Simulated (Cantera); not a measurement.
Input: 1 mol SiO₂, 1.2 mol F₂, 2.8 mol O₂, at 698 K and 72.8 Torr.

Equilibrium computed with Cantera from the NASA thermochemical tables; the gas is ideal and each condensed phase is pure. Candidate condensed phases: Si, SiO₂; 17 gas species. The numbers say what is thermodynamically allowed, not how fast it happens.

Base state: O₂ 0.850, SiF₄ 0.150 (mole fractions); condensed: SiO₂(α-quartz).

**Question.** What changes in the equilibrium state with this change: temperature from 698 K to 1923.15 K?

**Answer.** 
```
species               before     after
--------------------  ------  --------
O₂                     0.850     0.849
SiF₄                   0.150     0.150
O                      <1e-9   0.00107
F                      <1e-9  0.000144
SiF₃                   <1e-9   7.68e-5
SiO₂(α-quartz), mol    0.400         0
SiO₂(condensed), mol       0     0.400
```
The tables' values for SiF₃ are old estimates; treat these amounts as uncertain. The tables hold silica as quartz up to 1696 K and as liquid above; real silica turns to tridymite and cristobalite and melts near 1996 K.
